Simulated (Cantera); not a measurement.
An adiabatic, constant-volume homogeneous reactor starts with CH4 : H2 : O2 : N2 = 1 : 0.19 : 1.16 : 4.38 (molar parts), equivalence ratio 1.8, at 1150 K and 31000 Pa.

Cantera simulation using GRI-Mech 3.0 (53 species, 325 reactions); the numbers are that mechanism's predictions, not measurements.

One state of this run: T (K) = 2599; P (bar) = 0.796; x CH4 = 2.19e-12; x H2 = 0.129; x O2 = 0.000148; x NO2 = 1.11e-8; x CH2O = 4.57e-9. x: mole fraction; the columns are a selection and need not sum to one.

Problem. Which value of t (s) does it belong to?
A) 0.00278
B) 0.000129
C) 0.0129
D) 0.0600

Solution. D, 0.0600
